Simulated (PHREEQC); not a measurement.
2.4 g of hydrous ferric oxide (600 m²/g; 0.2 weak and 0.005 strong sites per Fe, Dzombak-Morel constants, diffuse double layer) in 1 kg of water with 0.1 mol/kgw of an inert sodium salt, at 25 °C; the pH is set by adding NaOH or the inert anion's acid. O2 is buffered at 0.21 atm. No CO2 enters from the air. Nothing may precipitate in this run.

Base run: PHREEQC, ion-association model, wateq4f.dat. Each further column changes one thing. The table gives surface charge σ (C/m²).

```csv
pH,base,background salt from 0.1 to 0.01 mol/kgw,oxide from 2.4 to 12 g/kgw,0.0011 mol/kgw H3BO3 added
4,0.321,[?],0.324,0.321
4.5,0.273,[?],0.277,0.273
5.5,0.159,0.078,0.161,0.159
6,0.112,0.050,0.113,0.112
7,0.045,[?],0.045,0.045
7.5,0.022,0.008,0.022,0.022
8.5,-0.014,[?],-0.014,-0.014
9,-0.034,[?],-0.034,-0.034
10,-0.094,[?],-0.095,-0.094
10.5,-0.137,-0.065,-0.139,-0.138
11.5,-0.250,-0.154,-0.254,-0.251
12,-0.307,[?],-0.310,-0.308
```

Task: Some entries are withheld; supply them.

Result: 
- 4, background salt from 0.1 to 0.01 mol/kgw: 0.223
- 4.5, background salt from 0.1 to 0.01 mol/kgw: 0.165
- 7, background salt from 0.1 to 0.01 mol/kgw: 0.017
- 8.5, background salt from 0.1 to 0.01 mol/kgw: -0.005
- 9, background salt from 0.1 to 0.01 mol/kgw: -0.013
- 10, background salt from 0.1 to 0.01 mol/kgw: -0.041
- 12, background salt from 0.1 to 0.01 mol/kgw: -0.233
